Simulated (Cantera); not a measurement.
Gas mixture: C3H8 = 0.53 (molar parts), at 533 Torr, frozen composition.

Cantera's kinetic-theory transport with the Lennard-Jones parameters of GRI-Mech 3.0, ideal gas; thermal conductivity in the multicomponent form. The composition is frozen, though it would react at the higher temperatures.

One state of this run: ρ (kg/m³) = 0.327; cp (J/kg/K) = 4195; μ (µPa s) = 25.4; λ (mW/m/K) = 141; Pr = 0.755; D (cm²/s) OH = 2.55; D (cm²/s) H2O = 2.10; D (cm²/s) CH4 = 1.94. D: mixture-averaged diffusion coefficient of that species in the mixture.

**Question.** Which value of T (K) does it belong to?
A. 1400
B. 1900
C. 1650
D. 1150

**Answer.** D, 1150
